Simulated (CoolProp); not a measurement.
The fluid at 298.15 K and 2.44 MPa is compressed adiabatically to 16 MPa with isentropic efficiency 0.85. The same conditions are run with several fluids, on thermodynamics alone (safety and materials aside).

Computed with CoolProp (reference Helmholtz-energy equation of state of each fluid (CF4 (R14): Platzer 1990; C2F6 (R116): Lemmon 2006; ethane: Bücker 2006; ethylene: Smukala 2000; methane: Setzmann 1991)). The equations of Platzer and Polt are older, rougher fits.

```
fluid        work (kJ/kg)  final temperature (K)  final density (kg/m³)
-----------  ------------  ---------------------  ---------------------
CF4 (R14)      (withheld)                  408.3             (withheld)
C2F6 (R116)    (withheld)                  373.1                    904
ethane         (withheld)             (withheld)                    182
ethylene              196             (withheld)             (withheld)
methane               416             (withheld)                   64.0
```

**Question.** What belongs in the gaps?

**Answer.** 
- CF4 (R14), work (kJ/kg): 65.4
- CF4 (R14), final density (kg/m³): 431
- C2F6 (R116), work (kJ/kg): 27.4
- ethane, work (kJ/kg): 157
- ethane, final temperature (K): 429.2
- ethylene, final temperature (K): 448.1
- ethylene, final density (kg/m³): 142
- methane, final temperature (K): 476.7
